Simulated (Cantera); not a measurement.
Gas mixture: 100 % O₂, at 1.00 atm, frozen composition.

Cantera's kinetic-theory transport with the Lennard-Jones parameters of GRI-Mech 3.0, ideal gas; thermal conductivity in the multicomponent form.

D: mixture-averaged diffusion coefficient of that species in the mixture.

```json
[
 {"T (K)": "400", "ρ (kg/m³)": "0.975", "cp (J/kg/K)": "941.4", "μ (µPa s)": "25.6", "λ (mW/m/K)": "33.9", "Pr": "0.712", "D (cm²/s) CH₃": "0.379", "D (cm²/s) H₂": "1.32", "D (cm²/s) NH₃": "0.385"},
 {"T (K)": "600", "ρ (kg/m³)": "0.650", "cp (J/kg/K)": "1003", "μ (µPa s)": "34.1", "λ (mW/m/K)": "48.1", "Pr": "0.710", "D (cm²/s) CH₃": "0.764", "D (cm²/s) H₂": "2.60", "D (cm²/s) NH₃": "0.812"},
 {"T (K)": "800", "ρ (kg/m³)": "0.487", "cp (J/kg/K)": "1055", "μ (µPa s)": "…", "λ (mW/m/K)": "…", "Pr": "0.710", "D (cm²/s) CH₃": "…", "D (cm²/s) H₂": "…", "D (cm²/s) NH₃": "…"},
 {"T (K)": "1000", "ρ (kg/m³)": "0.390", "cp (J/kg/K)": "1090", "μ (µPa s)": "47.9", "λ (mW/m/K)": "73.7", "Pr": "0.709", "D (cm²/s) CH₃": "1.81", "D (cm²/s) H₂": "6.08", "D (cm²/s) NH₃": "2.00"},
 {"T (K)": "1200", "ρ (kg/m³)": "0.325", "cp (J/kg/K)": "1114", "μ (µPa s)": "54.0", "λ (mW/m/K)": "84.9", "Pr": "0.708", "D (cm²/s) CH₃": "2.46", "D (cm²/s) H₂": "8.23", "D (cm²/s) NH₃": "2.73"},
 {"T (K)": "1400", "ρ (kg/m³)": "0.279", "cp (J/kg/K)": "1134", "μ (µPa s)": "59.7", "λ (mW/m/K)": "95.6", "Pr": "0.708", "D (cm²/s) CH₃": "3.18", "D (cm²/s) H₂": "10.6", "D (cm²/s) NH₃": "3.55"},
 {"T (K)": "1600", "ρ (kg/m³)": "0.244", "cp (J/kg/K)": "1151", "μ (µPa s)": "65.1", "λ (mW/m/K)": "…", "Pr": "0.708", "D (cm²/s) CH₃": "…", "D (cm²/s) H₂": "…", "D (cm²/s) NH₃": "…"},
 {"T (K)": "1800", "ρ (kg/m³)": "0.217", "cp (J/kg/K)": "1167", "μ (µPa s)": "70.2", "λ (mW/m/K)": "116", "Pr": "0.707", "D (cm²/s) CH₃": "4.82", "D (cm²/s) H₂": "16.1", "D (cm²/s) NH₃": "5.42"},
 {"T (K)": "2000", "ρ (kg/m³)": "0.195", "cp (J/kg/K)": "1181", "μ (µPa s)": "75.2", "λ (mW/m/K)": "126", "Pr": "0.707", "D (cm²/s) CH₃": "5.74", "D (cm²/s) H₂": "19.2", "D (cm²/s) NH₃": "6.46"}
]
```

Q: What belongs in the gaps?

A: 
- 800, μ (µPa s): 41.4
- 800, λ (mW/m/K): 61.5
- 800, D (cm²/s) CH₃: 1.24
- 800, D (cm²/s) H₂: 4.20
- 800, D (cm²/s) NH₃: 1.35
- 1600, λ (mW/m/K): 106
- 1600, D (cm²/s) CH₃: 3.97
- 1600, D (cm²/s) H₂: 13.2
- 1600, D (cm²/s) NH₃: 4.44
